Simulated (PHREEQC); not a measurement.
**Metal-bearing waste water: an equilibrium model**

Consider water at 25 °C with 0.01 mol CuSO4, 0.00039 mol ZnCl2, 0.066 mol H2SO4 and 0.0021 mol Na2SO4 per kg of water. Closed to the air; pH follows from the charge balance.

Equilibrium calculation in PHREEQC: ion-association model, wateq4f.dat.

```yaml
pH: 1.20
ionic_strength: 0.121 mol/kgw
total_alkalinity: -132 meq/kg
```

```tsv
species	molality	activity	log γ
H+	0.0772	0.0631	-0.088
HSO4-	0.0548	0.0419	-0.117
SO4-2	0.0196	0.00683	-0.457
Cu+2	0.00660	0.00250	-0.421
Na+	0.00406	0.00313	-0.113
CuSO4	0.00339	0.00349	0.012
Cl-	0.000775	0.000581	-0.125
Zn+2	0.000231	8.77e-5	-0.421
NaSO4-	0.000138	0.000107	-0.110
ZnSO4	0.000136	0.000140	0.012
Zn(SO4)2-2	2.21e-5	7.79e-6	-0.453
CuCl+	5.18e-6	3.91e-6	-0.122
ZnCl+	1.82e-7	1.37e-7	-0.122
CuCl2	1.19e-9	1.22e-9	0.012
```

Precipitation was switched off in this run. Species that the database lacks are ignored.
